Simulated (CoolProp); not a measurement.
Vapour-liquid equilibrium of n-heptane (1) + o-xylene (2) at 202.05 °C; x and y are mole fractions of (1).

The numbers come from the multi-fluid Helmholtz-energy mixture model, Span 2003 and Zhou 2012; pair parameters Bell 2016 in CoolProp.

Task: Give the bubble pressure and the first vapour's composition at x = 0.15, 0.45, 0.75. Is there an azeotrope?

Result: x = 0.15: 0.4939 MPa, y = 0.321; x = 0.45: 0.6899 MPa, y = 0.647; x = 0.75: 0.8663 MPa, y = 0.852. No azeotrope shows between x = 0.05 and 0.95.

The pair parameters rest on a limited set of measurements; away from them the model extrapolates.
